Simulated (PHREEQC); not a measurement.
Dissolve 0.0064 mol NaOH, 3.1e-06 mol CO2 and 3.3e-05 mol Na2SO4 per kg of water at 25 °C. Closed to the air; pH follows from the charge balance.

All values are PHREEQC results (ion-association model, phreeqc.dat), not measurements.

Each row changes one thing in this solution. Precipitation was switched off in this run.

```json
[
 {"case": "as made", "pH": "11.76", "CO3-2 (mol/kgw)": "2.78e-6", "NaCO3- (mol/kgw)": "2.41e-7", "HCO3- (mol/kgw)": "7.98e-8", "NaHCO3 (mol/kgw)": "2.45e-10"},
 {"case": "temperature from 25 to 45 °C", "pH": "___", "CO3-2 (mol/kgw)": "2.38e-6", "NaCO3- (mol/kgw)": "5.23e-7", "HCO3- (mol/kgw)": "1.99e-7", "NaHCO3 (mol/kgw)": "5.47e-10"},
 {"case": "temperature from 25 to 20 °C", "pH": "___", "CO3-2 (mol/kgw)": "2.85e-6", "NaCO3- (mol/kgw)": "1.91e-7", "HCO3- (mol/kgw)": "6.16e-8", "NaHCO3 (mol/kgw)": "1.95e-10"},
 {"case": "Na2SO4 from 3.3e-05 to 3.63e-05 mol/kgw", "pH": "11.76", "CO3-2 (mol/kgw)": "2.78e-6", "NaCO3- (mol/kgw)": "2.41e-7", "HCO3- (mol/kgw)": "7.98e-8", "NaHCO3 (mol/kgw)": "2.45e-10"},
 {"case": "CO2 from 3.1e-06 to 6.2e-06 mol/kgw", "pH": "11.76", "CO3-2 (mol/kgw)": "5.56e-6", "NaCO3- (mol/kgw)": "4.81e-7", "HCO3- (mol/kgw)": "1.60e-7", "NaHCO3 (mol/kgw)": "4.91e-10"},
 {"case": "CO2 from 3.1e-06 to 1.55e-06 mol/kgw", "pH": "11.76", "CO3-2 (mol/kgw)": "1.39e-6", "NaCO3- (mol/kgw)": "1.20e-7", "HCO3- (mol/kgw)": "3.99e-8", "NaHCO3 (mol/kgw)": "1.22e-10"}
]
```

Question: Fill in the missing entries.

Answer: 
- temperature from 25 to 45 °C, pH: 11.16
- temperature from 25 to 20 °C, pH: 11.93

Species that the database lacks are ignored. At this temperature some constants are extrapolated from 25 °C, and those without enthalpy data are left unchanged.
